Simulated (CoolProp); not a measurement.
R236EA along the isobar 1.66 MPa: fugacity coefficient from the reference equation and from simpler models built on Tc = 139.3 °C, pc = 3.414 MPa, ω = 0.368; each cubic takes its own stable root.

The numbers come from the reference Helmholtz-energy equation of state, Rui 2013 in CoolProp.

| T (°C) | phase | reference |
|---|---|---|
| 75.65 | liquid | 0.4676 |
| 83.55 | liquid | 0.5480 |
| 91.45 | liquid | 0.6352 |
| 99.35 | liquid | 0.7284 |
| 107.25 | gas | 0.7781 |
| 115.15 | gas | 0.7951 |
| 123.05 | gas | 0.8102 |
| 130.95 | gas | 0.8238 |
| 138.85 | gas | 0.8362 |

Question: How far does each simpler model (van der Waals, Peng-Robinson) lie from the reference over these 9 states: mean and median of the absolute difference, and the worst?

Answer: 
- van der Waals: mean 19.1 %, median 6.0 %, worst +67.4 % at 75.65 °C and 1.66 MPa
- Peng-Robinson: mean 0.9 %, median 1.1 %, worst -1.6 % at 138.85 °C and 1.66 MPa

At some of these states van der Waals gives the other phase, because its saturation line lies elsewhere.
